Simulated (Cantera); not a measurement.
## Thermodynamics of calcination and drying, feed CsOH + H₂O

Charge: 1 mol CsOH, 0.035 mol H₂O, at 1202 °C.

Method: chemical equilibrium by Gibbs-energy minimisation in Cantera with the NASA 1993 tables (ideal gas, pure condensed phases). Candidate condensed phases: Cs, CsOH, H₂O; 15 gas species. The numbers say what is thermodynamically allowed, not how fast it happens.

From 0.000100 bar to 2.40 bar nothing is condensed. At 10.0 bar the condensed part is CsOH(l). The main Cs-bearing gas is CsOH throughout.

```json
[
 {"P (Pa)": "10", "x CsOH": "0.661", "x H₂O": "0.118", "x Cs": "0.177", "x O₂": "0.0441", "x Cs₂(OH)₂": "3.07e-7", "x OH": "0.000460", "x CsO": "8.06e-5", "n CsOH(l)": "0"},
 {"P (Pa)": "42", "x CsOH": "0.793", "x H₂O": "0.0813", "x Cs": "0.100", "x O₂": "0.0250", "x Cs₂(OH)₂": "1.86e-6", "x OH": "0.000232", "x CsO": "7.05e-5", "n CsOH(l)": "0"},
 {"P (Pa)": "180", "x CsOH": "0.877", "x H₂O": "0.0584", "x Cs": "0.0519", "x O₂": "0.0129", "x Cs₂(OH)₂": "9.72e-6", "x OH": "0.000116", "x CsO": "5.42e-5", "n CsOH(l)": "0"},
 {"P (Pa)": "750", "x CsOH": "0.922", "x H₂O": "0.0458", "x Cs": "0.0253", "x O₂": "0.00630", "x Cs₂(OH)₂": "4.48e-5", "x OH": "6.00e-5", "x CsO": "3.76e-5", "n CsOH(l)": "0"},
 {"P (Pa)": "3200", "x CsOH": "0.946", "x H₂O": "0.0393", "x Cs": "0.0115", "x O₂": "0.00286", "x Cs₂(OH)₂": "0.000201", "x OH": "3.17e-5", "x CsO": "2.38e-5", "n CsOH(l)": "0"},
 {"P (Pa)": "13000", "x CsOH": "0.956", "x H₂O": "0.0363", "x Cs": "0.00516", "x O₂": "0.00128", "x Cs₂(OH)₂": "0.000835", "x OH": "1.76e-5", "x CsO": "1.44e-5", "n CsOH(l)": "0"},
 {"P (Pa)": "56000", "x CsOH": "0.959", "x H₂O": "0.0350", "x Cs": "0.00218", "x O₂": "0.000543", "x Cs₂(OH)₂": "0.00362", "x OH": "9.67e-6", "x CsO": "8.25e-6", "n CsOH(l)": "0"},
 {"P (Pa)": "240000", "x CsOH": "0.949", "x H₂O": "0.0348", "x Cs": "0.000907", "x O₂": "0.000225", "x Cs₂(OH)₂": "0.0152", "x OH": "5.38e-6", "x CsO": "4.57e-6", "n CsOH(l)": "0"},
 {"P (Pa)": "1000000", "x CsOH": "0.517", "x H₂O": "0.464", "x Cs": "7.46e-5", "x O₂": "3.35e-5", "x Cs₂(OH)₂": "0.0188", "x OH": "8.54e-6", "x CsO": "2.96e-7", "n CsOH(l)": "0.958"}
]
```
x: gas mole fraction; n: condensed amount in mol.
